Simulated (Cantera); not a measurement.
Charge: 1 mol SiC, 1.8 mol O2, 1.7 mol N2, held at 18.0 mbar.

These are equilibrium values from Cantera (NASA tables, ideal gas, pure condensed phases), not measurements of a reactor. Candidate condensed phases: C, Si, SiC, SiO2, Si2N2O, Si3N4; 34 gas species. The tables hold silica as quartz up to 1696 K and as liquid above; real silica turns to tridymite and cristobalite and melts near 1996 K. Kinetics and transport are ignored.

Q: Which condensed phases are stable at each of these points (T (°C)): 700, 800, 900, 1000, 1100, 1200, 1300, 1400, 1500, 1600, 1700, 1800, 1900, 2000?

A: 
```csv
T (°C),condensed phases,Si condensed (%)
700,SiO2(β-quartz),100.0
800,SiO2(β-quartz),100.0
900,SiO2(β-quartz),100.0
1000,SiO2(β-quartz),100.0
1100,SiO2(β-quartz),100.0
1200,SiO2(β-quartz),100.0
1300,SiO2(β-quartz),100.0
1400,SiO2(β-quartz),100.0
1500,SiO2(condensed),100.0
1600,SiO2(condensed),100.0
1700,SiO2(condensed),99.9
1800,SiO2(l),99.5
1900,SiO2(l),98.2
2000,SiO2(l),93.8
```

From 700 °C to 1400 °C the condensed part is SiO2(β-quartz). From 1500 °C to 1700 °C the condensed part is SiO2(condensed). From 1800 °C to 2000 °C the condensed part is SiO2(l).
